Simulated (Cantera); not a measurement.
Charge: 1 mol SiCl₄, 0.67 mol Cl₂, 0.29 mol H₂, at 1350 K and 75.0 Torr.

Equilibrium computed with Cantera from the NASA thermochemical tables; the gas is ideal and each condensed phase is pure. Candidate condensed phases: Si; 19 gas species. The tables' values for SiCl₃ are old estimates; treat these amounts as uncertain. Kinetics and transport are ignored.

**Question.** What is the equilibrium state?

**Answer.** 
| Quantity | Result |
|---|---|
| x(SiCl₄) | 0.504 |
| x(HCl) | 0.292 |
| x(Cl₂) | 0.179 |
| x(Cl) | 0.0255 |
| x(SiCl₃) | 1.08e-5 |
| gas amount | 1.985 mol |
| log10 activity of Si(s) (absent) | -16.61 |
